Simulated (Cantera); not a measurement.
## Ignition delay

Mixture: 1.61 % C3H8, 19.7 % O2, 78.7 % N2, at 17.8 atm, adiabatic and at constant volume. Ignition delay is the time to a rise of 400 K.

Computed with Cantera and GRI-Mech 3.0 (53 species, 325 reactions). GRI-Mech 3.0 was tuned for natural gas; its chemistry of propane as a main component is partial and can be far from experiment. The pressure lies above the range GRI-Mech 3.0 was tuned for (to about 10 atm).

```csv
T0 (K),delay (ms)
1023,21.4
1098,5.39
1173,1.47
1248,0.425
1323,0.134
1398,0.0470
1473,0.0189
```

The apparent activation energy between 1323 and 1473 K is 210 kJ/mol.
